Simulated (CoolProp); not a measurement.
Vapour-liquid equilibrium of cyclohexane (1) + m-xylene (2) at 399 K; x and y are mole fractions of (1).

The numbers come from the multi-fluid Helmholtz-energy mixture model, Zhou 2014 and Zhou 2012; pair parameters Bell 2016 in CoolProp.

Problem. Give the bubble pressure and the first vapour's composition at x = 0.05, 0.15, 0.85. Is there an azeotrope?

Solution. x = 0.05: 0.08654 MPa, y = 0.224; x = 0.15: 0.1180 MPa, y = 0.481; x = 0.85: 0.2944 MPa, y = 0.951. No azeotrope shows between x = 0.05 and 0.95.

Pair parameters are fitted to limited data, so mixtures are less certain than the pure fluids.
